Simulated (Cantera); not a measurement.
# MgO + HF (oxide etching and cleaning by halides)

Input: 1 mol MgO, 15 mol HF.

Equilibrium computed with Cantera from the NASA thermochemical tables; the gas is ideal and each condensed phase is pure. Candidate condensed phases: H2O, Mg, MgF2, MgO, Mg(OH)2; 31 gas species. Mutual solubility and eutectic melting of coexisting phases are not modelled. Rates play no part.

Stable condensed phases:

```
T in K \ P in Pa
              1    3.6     13     46    170    600   2200   7700  28000 100000
   1823       A      A      A      A      A      A      A      B      B      B
   1723       C      C      C      C      C      C      C      B      B      B
   1623       C      C      C      C      C      C      B      B      B      B
   1523       C      C      C      C      C      D      B      B      B      B
   1423       C      C      C      C      D      B      B      B      B      B
   1323       C      C      D      D      B      B      B      B      B      B
   1223       D      D      B      B      B      B      B      B      B      B
   1123       D      B      B      B      B      B      B      B      B      B
   1023       B      B      B      B      B      B      B      B      B      B
    923       B      B      B      B      B      B      B      B      B      B
    823       B      B      B      B      B      B      B      B      B      B
    723       B      B      B      B      B      B      B      B      B      B
    623       B      B      B      B      B      B      B      B      B      B
```

A: gas only; B: MgF2; C: MgO; D: MgF2 + MgO.
